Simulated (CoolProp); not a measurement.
Dodecamethylcyclohexasiloxane (D6) along the isotherm 594.4 K: fugacity coefficient from the reference equation and from simpler models built on Tc = 645.8 K, pc = 9.614 bar, ω = 0.736; each cubic takes its own stable root.

Values from CoolProp's reference Helmholtz-energy equation of state, Colonna 2008. It is a short technical equation, of lower accuracy than the large ones.

```tsv
p (bar)	phase	reference	Redlich-Kwong	Peng-Robinson
0.152	gas	0.9913	0.9932	0.9918
0.246	gas	0.9859	0.9890	0.9868
0.397	gas	0.9773	0.9822	0.9788
0.641	gas	0.9635	0.9713	0.9658
1.04	gas	…	0.9536	0.9447
1.67	gas	0.9064	0.9258	0.9118
2.7	gas	0.8506	0.8806	0.8586
7.06	liquid	…	0.6343	0.5052
11.4	liquid	0.3237	0.4263	0.3339
18.4	liquid	…	0.2987	0.2289
29.8	liquid	0.1624	0.2224	0.1654
48.1	liquid	…	0.1824	0.1303
```

**Question.** Complete the blanks.

**Answer.** 
- 1.04, reference: 0.9412
- 7.06, reference: 0.4888
- 18.4, reference: 0.2228
- 48.1, reference: 0.1300
